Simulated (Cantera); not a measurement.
## Equilibrium for hydrogen reduction and annealing atmospheres: Cr2O3 + H2 + N2

A closed system holds: 1 mol Cr2O3, 2.5 mol H2, 0.53 mol N2, equilibrated at 0.270 bar.

Cantera equilibrium calculation (NASA polynomials, part measured and part estimated; ideal gas, pure solids and liquids). Candidate condensed phases: Cr, CrN, Cr2N, Cr2O3, H2O; 29 gas species. Mutual solubility and eutectic melting of coexisting phases are not modelled. Kinetics and transport are ignored.

| T (K) | x H2 | x N2 | x H2O | x Cr | x H | x CrO | n Cr(s) | n Cr2O3(s) |
|---|---|---|---|---|---|---|---|---|
| 1673 | 0.822 | 0.175 | 0.00284 | 5.00e-5 | 0.000199 | 7.46e-8 | 0.00559 | 0.997 |
| 1698 | 0.822 | 0.175 | 0.00324 | 7.48e-5 | 0.000252 | 1.33e-7 | 0.00632 | 0.997 |
| 1723 | 0.821 | 0.175 | 0.00368 | 0.000111 | 0.000318 | 2.32e-7 | 0.00709 | 0.996 |
| 1748 | 0.820 | 0.175 | 0.00416 | 0.000162 | 0.000398 | 3.98e-7 | 0.00791 | 0.996 |
| 1773 | 0.820 | 0.175 | 0.00468 | 0.000234 | 0.000496 | 6.73e-7 | 0.00875 | 0.995 |
| 1798 | 0.819 | 0.175 | 0.00526 | 0.000334 | 0.000613 | 1.12e-6 | 0.00961 | 0.995 |
| 1823 | 0.818 | 0.175 | 0.00588 | 0.000473 | 0.000754 | 1.84e-6 | 0.0105 | 0.994 |
| 1848 | 0.817 | 0.175 | 0.00657 | 0.000662 | 0.000922 | 2.98e-6 | 0.0113 | 0.993 |
| 1873 | 0.816 | 0.175 | 0.00730 | 0.000918 | 0.00112 | 4.76e-6 | 0.0120 | 0.993 |
| 1898 | 0.815 | 0.175 | 0.00810 | 0.00126 | 0.00136 | 7.51e-6 | 0.0126 | 0.992 |
| 1923 | 0.813 | 0.174 | 0.00896 | 0.00172 | 0.00163 | 1.17e-5 | 0.0129 | 0.991 |
| 1948 | 0.811 | 0.174 | 0.00988 | 0.00232 | 0.00196 | 1.80e-5 | 0.0129 | 0.990 |
| 1973 | 0.809 | 0.174 | 0.0109 | 0.00312 | 0.00234 | 2.74e-5 | 0.0125 | 0.989 |
| 1998 | 0.807 | 0.174 | 0.0119 | 0.00414 | 0.00277 | 4.12e-5 | 0.0115 | 0.988 |
x: gas mole fraction; n: condensed amount in mol.

From 1673 K to 1998 K the condensed part is Cr(s) + Cr2O3(s). The main Cr-bearing gas is Cr throughout.
